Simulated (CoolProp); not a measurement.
Values from CoolProp's reference Helmholtz-energy equation of state, Gedanitz 2015.

**Question.** Give the vapour pressure (bar), liquid density (kg/m³), vapour density (kg/m³), enthalpy of vaporisation (kJ/kg) of saturated cyclopentane at 6.65, 27.35, 79.15 °C.

**Answer.** 
```tsv
T (°C)	p (bar)	liquid density (kg/m³)	vapour density (kg/m³)	enthalpy of vaporisation (kJ/kg)
6.65	0.194	758	0.592	419
27.35	0.464	738	1.33	405
79.15	2.46	684	6.32	366
```
